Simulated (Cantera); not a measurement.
Feed: 1 mol SiF4, 2.7 mol N2O, 2 mol H2, 3.1 mol O3, at 10.0 Torr.

Cantera equilibrium calculation (NASA polynomials, part measured and part estimated; ideal gas, pure solids and liquids). Candidate condensed phases: H2O, Si, SiO2, Si2N2O, Si3N4; 58 gas species. The tables hold silica as quartz up to 1696 K and as liquid above; real silica turns to tridymite and cristobalite and melts near 1996 K. The numbers say what is thermodynamically allowed, not how fast it happens.

What share of the Si ends up in condensed phases as a function of T (°C), at 802, 877, 952, 1027, 1102, 1177, 1252, 1327, 1402, 1477, 1552, 1627, 1702, 1777?


| T (°C) | Si condensed (%) | as |
|---|---|---|
| 802 | 68.7 | SiO2(β-quartz) |
| 877 | 73.6 | SiO2(β-quartz) |
| 952 | 77.6 | SiO2(β-quartz) |
| 1027 | 80.8 | SiO2(β-quartz) |
| 1102 | 83.3 | SiO2(β-quartz) |
| 1177 | 85.4 | SiO2(β-quartz) |
| 1252 | 87.1 | SiO2(β-quartz) |
| 1327 | 88.5 | SiO2(β-quartz) |
| 1402 | 89.6 | SiO2(β-quartz) |
| 1477 | 90.6 | SiO2(condensed) |
| 1552 | 91.4 | SiO2(condensed) |
| 1627 | 92.1 | SiO2(condensed) |
| 1702 | 92.6 | SiO2(condensed) |
| 1777 | 92.9 | SiO2(l) |
